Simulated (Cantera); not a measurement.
What does this Cantera script print?

```python
import numpy as np
import cantera as ct

gas_names = """
    H HNO HNO2 HNO3 HO2 H2 H2O H2O2 N NH NH2 NH3 NH2OH NO NO2 NO3 N2 N2H2 N2H4 N2O O OH O2 O3 V VN VO
    VO2
""".split()
cond_names = """
    H2O(s) H2O(L) V(cr) V(L) VN(s) VO(s) VO(L) V2O3(s) V2O3(L) V2O4(I) V2O4(II) V2O4(L) V2O5(s) V2O5(L)
""".split()


# ... load() reads the species with a 1 bar reference pressure and builds the phases ...
atoms = {
    'V2O5': {'V': 2, 'O': 5},
    'H2': {'H': 2},
    'N2': {'N': 2},
}
top_T = {'VN(s)': 2300}  # K; cautious upper limits of use, not melting points


# ... equilibrate(T, P, feed) seeds the gas with the atoms and calls Mixture.equilibrate('TP', solver="vcs", rtol=1e-11, max_steps=5000) ...
results = []
T = 723.15  # K
P = 1333.22  # Pa
for m in [140, 180, 240, 330, 440, 590, 790, 1100, 1400]:
    feed = {'V2O5': 1, 'H2': m, 'N2': 6.4}  # mol
    mix = equilibrate(T, P, feed)
    results.append((T, P, feed, dict(zip(mix.species_names, mix.species_moles))))
    x = sorted(zip(gas.X, gas.species_names), reverse=True)
    print(f"T = {T:g} K  P = {P:g} Pa  n(H2) = {m:g} mol  gas = {mix.phase_moles(0):.4g} mol")
    print("   x: " + "  ".join(f"{s} {v:.3e}" for v, s in x if v > 0.001))
    print("   condensed (mol): " + ("  ".join(f"{mix.phase(i).name} {mix.phase_moles(i):.4g}"
          for i in range(1, mix.n_phases) if mix.phase_moles(i) > 1e-12) or "none"))
```

Result:

```
T = 723.15 K  P = 1333.22 Pa  n(H2) = 140 mol  gas = 146.4 mol
   x: H2 9.426e-01  N2 4.371e-02  H2O 1.366e-02
   condensed (mol): V2O3(s) 1
T = 723.15 K  P = 1333.22 Pa  n(H2) = 180 mol  gas = 186.4 mol
   x: H2 9.549e-01  N2 3.433e-02  H2O 1.073e-02
   condensed (mol): V2O3(s) 1
T = 723.15 K  P = 1333.22 Pa  n(H2) = 240 mol  gas = 246.4 mol
   x: H2 9.659e-01  N2 2.597e-02  H2O 8.117e-03
   condensed (mol): V2O3(s) 1
T = 723.15 K  P = 1333.22 Pa  n(H2) = 330 mol  gas = 336.4 mol
   x: H2 9.750e-01  N2 1.902e-02  H2O 5.945e-03
   condensed (mol): V2O3(s) 1
T = 723.15 K  P = 1333.22 Pa  n(H2) = 440 mol  gas = 446.4 mol
   x: H2 9.812e-01  N2 1.433e-02  H2O 4.480e-03
   condensed (mol): V2O3(s) 1
T = 723.15 K  P = 1333.22 Pa  n(H2) = 590 mol  gas = 596.4 mol
   x: H2 9.859e-01  N2 1.073e-02  H2O 3.353e-03
   condensed (mol): V2O3(s) 1
T = 723.15 K  P = 1333.22 Pa  n(H2) = 790 mol  gas = 796.4 mol
   x: H2 9.894e-01  N2 8.032e-03  H2O 2.511e-03
   condensed (mol): V2O3(s) 1
T = 723.15 K  P = 1333.22 Pa  n(H2) = 1100 mol  gas = 1106 mol
   x: H2 9.924e-01  N2 5.781e-03  H2O 1.808e-03
   condensed (mol): V2O3(s) 1
T = 723.15 K  P = 1333.22 Pa  n(H2) = 1400 mol  gas = 1406 mol
   x: H2 9.940e-01  N2 4.548e-03  H2O 1.422e-03
   condensed (mol): V2O3(s) 1
```

Cantera equilibrium calculation (NASA polynomials, part measured and part estimated; ideal gas, pure solids and liquids). Condensed phases not in the tables: the oxides between V2O3 and V2O5 other than VO2.
